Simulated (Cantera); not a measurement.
Feed: 1 mol n-butane, 0.037 mol H2O, held at 0.0133 bar.

Cantera equilibrium calculation (NASA polynomials, part measured and part estimated; ideal gas, pure solids and liquids). Candidate condensed phases: C, C6H6, C7H8, C8H18, H2O; 110 gas species. Equilibrium is a limit: real reactors are often held back by kinetics, nucleation or transport. All values below are at 1150 K.

Base state: H2 0.992, CO 0.00729, CH4 0.000307 (mole fractions); condensed: C(graphite).

Q: What changes in the equilibrium state with this change: 0.53 mol H2S added?

A: 
```tsv
species	before	after
H2	0.992	0.904
H2S	0	0.0848
CO	0.00729	0.00655
CS2	0	0.00401
S2	0	0.000605
SH	0	6.17e-5
COS	0	1.95e-5
CH4	0.000307	0.000255
C(graphite), mol	3.96	3.94
```
Gases not in the tables: S3 to S7. Further candidate phases: H2SO4, S.
